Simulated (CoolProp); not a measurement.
Vapour-liquid equilibrium of ethane (1) + n-pentane (2) at 0.985 bar; x and y are mole fractions of (1).

Computed with CoolProp (multi-fluid Helmholtz-energy mixture model, Bücker 2006 and Thol 2019; pair parameters Kunz 2012).

```tsv
x	bubble temperature (K)	y at the bubble point	dew temperature at overall composition x (K)	liquid density (mol/L)
0.05	262.1	…	…	9.292
0.15	225.1	0.986	303.7	10.25
0.25	…	…	300.2	10.97
0.35	…	0.998	296.3	11.67
0.45	198.1	0.999	…	12.40
0.55	194.3	0.999	286.9	13.19
0.65	191.5	1.000	280.9	14.06
0.75	189.1	1.000	273.4	15.03
0.85	187.0	1.000	262.8	16.13
0.95	185.0	1.000	243.2	17.40
```

### Question
Complete the blanks.

### Answer

- 0.05, y at the bubble point: 0.856
- 0.05, dew temperature at overall composition x (K): 306.9
- 0.25, bubble temperature (K): 211.1
- 0.25, y at the bubble point: 0.996
- 0.35, bubble temperature (K): 203.2
- 0.45, dew temperature at overall composition x (K): 292.0

No azeotrope shows between x = 0.05 and 0.95.

The pair parameters rest on a limited set of measurements; away from them the model extrapolates. The gap from Raoult's law changes sign with composition, which may be real or a fault of the pair parameters; it wasn't checked against measurements.
